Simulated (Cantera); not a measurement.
Equilibrium for metals in furnace atmospheres: Fe + CO2 + N2 + NH3

A closed system holds: 1 mol Fe, 5.5 mol CO2, 70 mol N2, 9.9 mol NH3, held at 11.0 Pa.

Cantera equilibrium calculation (NASA polynomials, part measured and part estimated; ideal gas, pure solids and liquids). Candidate condensed phases: C, C6H6, C7H8, C8H18, Fe, Fe(CO)5, FeO, Fe(OH)2, Fe(OH)3, Fe2O3, Fe3O4, H2O; 140 gas species. Mutual solubility and eutectic melting of coexisting phases are not modelled. The tables' stoichiometric FeO is somewhat more stable than real wüstite, so its field is too wide. FeO: taken at fixed stoichiometry. The numbers say what is thermodynamically allowed, not how fast it happens.

```
T (K)   x N2    x H2    x CO   x H2O       x H     x Fe    x CO2      x OH  n Fe(γ)  n FeO(s)
-----  -----  ------  ------  ------  --------  -------  -------  --------  -------  --------
1550   0.783   0.107  0.0497  0.0472  0.000985  0.00381  0.00779   1.45e-5    0.397     0.238
1575   0.781   0.106  0.0496  0.0477   0.00129  0.00621  0.00767   2.11e-5    0.221     0.182
1600   0.778   0.105  0.0494  0.0488   0.00168  0.00978  0.00768   3.06e-5        0    0.0552
1625   0.777   0.104  0.0495  0.0494   0.00216   0.0103  0.00759   4.35e-5        0         0
1650   0.777   0.103  0.0496  0.0495   0.00278   0.0103  0.00742   6.04e-5        0         0
1675   0.777   0.102  0.0497  0.0496   0.00354   0.0103  0.00726   8.30e-5        0         0
1700   0.776   0.102  0.0499  0.0497   0.00448   0.0103  0.00712  0.000113        0         0
1725   0.776   0.101  0.0500  0.0497   0.00563   0.0103  0.00698  0.000153        0         0
1750   0.775   0.100  0.0500  0.0498   0.00702   0.0103  0.00686  0.000204        0         0
1775   0.775  0.0993  0.0501  0.0497   0.00870   0.0103  0.00675  0.000271        0         0
1800   0.774  0.0982  0.0502  0.0497    0.0107   0.0103  0.00664  0.000357        0         0
1825   0.773  0.0968  0.0502  0.0495    0.0131   0.0102  0.00655  0.000467        0         0
1850   0.772  0.0953  0.0502  0.0493    0.0159   0.0102  0.00646  0.000606        0         0
1875   0.770  0.0936  0.0501  0.0491    0.0191   0.0102  0.00639  0.000781        0         0
```
x: gas mole fraction; n: condensed amount in mol.

From 1550 K to 1575 K the condensed part is Fe(γ) + FeO(s). At 1600 K the condensed part is FeO(s). From 1625 K to 1875 K nothing is condensed. The main Fe-bearing gas is Fe throughout.
